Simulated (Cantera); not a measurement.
Feed: 1 mol FeS2, 0.19 mol SO2, 0.98 mol N2, held at 0.110 bar.

Equilibrium computed with Cantera from the NASA thermochemical tables; the gas is ideal and each condensed phase is pure. Candidate condensed phases: Fe, FeO, FeS, FeSO4, FeS2, Fe2O3, Fe2(SO4)3, Fe3O4, S; 19 gas species. FeS: taken at fixed stoichiometry. Equilibrium is a limit: real reactors are often held back by kinetics, nucleation or transport.

Problem. At 1773 K, list the 5 most abundant gas species with their mole fractions, and the condensed phases.

Solution. N2 0.585, S2 0.291, SO2 0.104, SO 0.0158, S2O 0.00350. Condensed: FeS(l).
